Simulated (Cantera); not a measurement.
A closed system holds: 1 mol Ti, 2.2 mol H₂O, 11 mol H₂, at 852 °C and 9300 Pa.

Cantera equilibrium calculation (NASA polynomials, part measured and part estimated; ideal gas, pure solids and liquids). Candidate condensed phases: H₂O, Ti, TiO, TiO₂, Ti₂O₃, Ti₃O₅, Ti₄O₇; 12 gas species. Rates play no part.

Base state: H₂ 0.985, H₂O 0.0152 (mole fractions); condensed: TiO₂(rutile).

Task: What changes in the equilibrium state with this change: temperature from 852 °C to 1552 °C?

Result: 
```json
[
 {"species": "H₂", "before": "0.985", "after": "0.958"},
 {"species": "H₂O", "before": "0.0152", "after": "0.0404"},
 {"species": "H", "before": "1.45e-7", "after": "0.00141"},
 {"species": "TiO₂(rutile), mol", "before": "1.00", "after": "0"},
 {"species": "Ti₃O₅(s), mol", "before": "0", "after": "0.333"}
]
```
